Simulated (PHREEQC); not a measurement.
A PHREEQC input (ion-association model, phreeqc.dat):

```
SOLUTION 1
  temp 15
  units mg/L
  pH 6.99
  pe -1.3
  Na 0.749
  K 2.38
  Ca 0.891
  Mg 0.281
  Cl 2.48
  S(6) 0.0368 as SO4
  Alkalinity 5.51 as HCO3
  Si 0.00391 as SiO2
END
USE solution 1
EQUILIBRUM_PHASES 1
  Chalcedony 0 0
  CO2(g) -2.5 10
END
```

The run finishes with these warnings:
```
WARNING: Unknown input, no keyword has been specified.
WARNING: 	  Chalcedony 0 0
WARNING: 	  CO2(g) -2.5 10
```

Its last state differs from that of the intended input:

| quantity | as run | intended |
|---|---|---|
| pH | 6.99 | 6.21 |
| ionic strength (mol/kgw) | 0.000195 | 0.000196 |
| CO2 (mol/kgw) | 2.39e-5 | 0.000144 |
| CO3-2 (mol/kgw) | 3.45e-8 | 5.78e-9 |
| CaCO3 (mol/kgw) | 9.65e-10 | 1.62e-10 |
| MgCO3 (mol/kgw) | 2.87e-10 | 4.82e-11 |

The fault: the keyword misspelt. The line should read `EQUILIBRIUM_PHASES 1` where the input has `EQUILIBRUM_PHASES 1`.
